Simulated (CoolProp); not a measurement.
R227EA at 298.15 K and 0.812 MPa flows at 1.1 m/s in a round tube of 6 mm bore and 1.5 µm roughness, fully developed (64/Re and Nu = 3.66 if laminar; Colebrook and Gnielinski if turbulent). Each further row changes one setting.

The numbers come from the reference Helmholtz-energy equation of state, Lemmon 2016 in CoolProp.

```
case              Reynolds number  Darcy friction factor  pressure drop (Pa/m)  heat-transfer coefficient (W/(m² K))  mass flow (kg/h)
----------------  ---------------  ---------------------  --------------------  ------------------------------------  ----------------
as stated                   38000             (withheld)                  3220                            (withheld)               156
velocity 2.2 m/s            76000             (withheld)            (withheld)                                  4140               311
diameter 12 mm              76000             (withheld)                  1380                            (withheld)               623
```

**Question.** Some entries are withheld; supply them.

**Answer.** 
- as stated, Darcy friction factor: 0.0230
- as stated, heat-transfer coefficient (W/(m² K)): 2250
- velocity 2.2 m/s, Darcy friction factor: 0.0201
- velocity 2.2 m/s, pressure drop (Pa/m): 11300
- diameter 12 mm, Darcy friction factor: 0.0196
- diameter 12 mm, heat-transfer coefficient (W/(m² K)): 2030

Viscosity comes from a separate model (Huber 2003), an estimate that may be off by 10 % or more. Thermal conductivity comes from a separate model (Huber 2003), an estimate that may be off by 10 % or more.
